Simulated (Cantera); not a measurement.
Charge: 1 mol AlI3, 0.53 mol H2O, 48 mol N2, at 2175 K and 0.100 bar.

These are equilibrium values from Cantera (NASA tables, ideal gas, pure condensed phases), not measurements of a reactor. Candidate condensed phases: Al, AlI3, AlN, Al2O3, H2O, I2; 41 gas species. Kinetics and transport are ignored.

Base state: N2 0.930, I 0.0463, AlI 0.0112, H2 0.00923, H 0.00148, Al 0.000781, HI 0.000559, Al2O 0.000377 (mole fractions); condensed: Al2O3(s).

Question: What changes in the equilibrium state with this change: H2O from 0.53 to 1.3 mol?

Answer: 
| species | before | after |
|---|---|---|
| N2 | 0.930 | 0.917 |
| I | 0.0463 | 0.0539 |
| H2 | 0.00923 | 0.0231 |
| AlI | 0.0112 | 0.00239 |
| Al2O | 0.000377 | 3.90e-5 |
| H2O | 6.86e-6 | 5.34e-5 |
| Al | 0.000781 | 0.000142 |
| HI | 0.000559 | 0.00103 |
| Al2O3(s), mol | 0.170 | 0.432 |
